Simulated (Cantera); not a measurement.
A closed system holds: 1 mol SO₂, 0.93 mol H₂O, equilibrated at 2602 °C and 0.120 Torr.

Method: chemical equilibrium by Gibbs-energy minimisation in Cantera with the NASA 1993 tables (ideal gas, pure condensed phases). Candidate condensed phases: H₂O, H₂SO₄, S; 19 gas species. Equilibrium is a limit: real reactors are often held back by kinetics, nucleation or transport.

Base state: O 0.484, H 0.326, S 0.157, SO 0.0209, O₂ 0.00714, OH 0.00362, H₂ 0.00151, SO₂ 0.000604 (mole fractions); condensed: gas only.

**Question.** What changes in the equilibrium state with this change: pressure from 0.120 Torr to 0.720 Torr?

**Answer.** 
```tsv
species	before	after
O	0.484	0.408
H	0.326	0.331
S	0.157	0.112
SO	0.0209	0.0757
SO₂	0.000604	0.0111
OH	0.00362	0.0186
O₂	0.00714	0.0305
H₂O	5.60e-5	0.00176
H₂	0.00151	0.00942
```
